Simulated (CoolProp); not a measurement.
Vapour pressure (kPa) of diethyl ether: the reference equation beside estimates from Tc = 467.9 K, pc = 3717 kPa, ω = 0.282. Clausius-Clapeyron is anchored at 358.1 K with a constant enthalpy of vaporisation of 22.87 kJ/mol.

Values from CoolProp's reference Helmholtz-energy equation of state, Thol 2014.

| T (K) | reference | Lee-Kesler | Clausius-Clapeyron | van der Waals | Redlich-Kwong | Peng-Robinson |
|---|---|---|---|---|---|---|
| 358.1 | 456.4 | 456.1 | 456.4 | 1157 | 661.4 | 451.9 |
| 363.9 | 526.4 | 526.4 | 515.9 | 1249 | 745.3 | 521.5 |
| 369.8 | 605.6 | 605.8 | 582.0 | 1347 | 838.0 | 600.5 |
| 375.6 | 691.7 | 692.2 | 652.9 | 1448 | 936.6 | 686.6 |
| 381.4 | 786.6 | 787.3 | 729.8 | 1553 | 1043 | 781.8 |
| 387.2 | 890.9 | 891.9 | 813.1 | 1663 | 1157 | 886.6 |
| 393.1 | 1007 | 1008 | 904.6 | 1780 | 1282 | 1004 |
| 398.9 | 1132 | 1133 | 1001 | 1900 | 1413 | 1130 |
| 404.7 | 1268 | 1270 | 1105 | 2025 | 1553 | 1267 |

Absolute difference from the reference over all 9 rows, mean and median: Lee-Kesler 0.1 and 0.1 %, Clausius-Clapeyron 6.9 and 7.2 %, van der Waals 101.2 and 97.4 %, Redlich-Kwong 33.0 and 32.6 %, Peng-Robinson 0.6 and 0.6 %.
